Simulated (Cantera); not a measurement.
Input (Python, Cantera):

```python
import numpy as np
import cantera as ct

gas = ct.Solution("gri30.yaml")
gas.TPX = 800, 1300000, {'CH4': 1, 'O2': 2.04, 'N2': 7.67}
inlet = ct.Reservoir(gas, clone=True)
gas.equilibrate("HP")  # start burning
reactor = ct.IdealGasConstPressureReactor(gas, energy="on", clone=False)
exhaust = ct.Reservoir(gas, clone=True)
tau = [0.23, 0.079, 0.028, 0.0097, 0.0034, 0.0012, 0.00042, 0.00015, 5.1e-05, 1.8e-05, 6.3e-06][0]
for a, b in ((inlet, reactor), (reactor, exhaust)):
    ct.MassFlowController(a, b, mdot=lambda t: reactor.mass / tau)
net = ct.ReactorNet([reactor])
show = ['CH4', 'O2', 'C2H', 'C2H2', 'CH2', 'H2O2']

rows = []
print(f"{'tau/s':>10s}{'T/K':>9s}" + "".join(f"{s:>11s}" for s in show))
for tau in [0.23, 0.079, 0.028, 0.0097, 0.0034, 0.0012, 0.00042, 0.00015, 5.1e-05, 1.8e-05, 6.3e-06]:
    net.initial_time = 0.0
    net.advance(30 * tau)
    before = gas.X
    net.advance(40 * tau)
    drift = np.max(np.abs(gas.X - before) / (gas.X + 1e-9))
    rows.append([gas.T, *gas[show].X, drift])
    print(f"{tau:10.3e}{gas.T:9.1f}" + "".join(f"{x:11.3e}" for x in gas[show].X))
```

It prints:

```
     tau/s      T/K        CH4         O2        C2H       C2H2        CH2       H2O2
 2.300e-01   2540.9  8.285e-08  7.906e-03  1.143e-14  1.136e-12  4.395e-09  4.389e-07
 7.900e-02   2541.0  2.404e-07  7.952e-03  5.576e-14  5.544e-12  1.277e-08  4.406e-07
 2.800e-02   2541.1  6.724e-07  8.070e-03  3.288e-13  3.256e-11  3.588e-08  4.449e-07
 9.700e-03   2541.0  1.900e-06  8.362e-03  2.305e-12  2.251e-10  1.024e-07  4.555e-07
 3.400e-03   2539.5  5.195e-06  8.938e-03  1.612e-11  1.531e-09  2.845e-07  4.768e-07
 1.200e-03   2532.8  1.370e-05  9.885e-03  1.042e-10  9.487e-09  7.618e-07  5.133e-07
 4.200e-04   2514.0  3.485e-05  1.140e-02  5.854e-10  5.028e-08  1.943e-06  5.774e-07
 1.500e-04   2477.5  8.256e-05  1.376e-02  2.550e-09  2.040e-07  4.486e-06  6.919e-07
 5.100e-05   2415.7  1.992e-04  1.755e-02  9.712e-09  7.338e-07  9.889e-06  9.067e-07
 1.800e-05   2329.0  5.009e-04  2.324e-02  3.394e-08  2.673e-06  2.044e-05  1.275e-06
 6.300e-06   2162.0  2.303e-03  3.840e-02  2.068e-07  3.102e-05  4.934e-05  2.589e-06
```

Cantera simulation using GRI-Mech 3.0 (53 species, 325 reactions); the numbers are that mechanism's predictions, not measurements. The pressure lies above the range GRI-Mech 3.0 was tuned for (to about 10 atm).
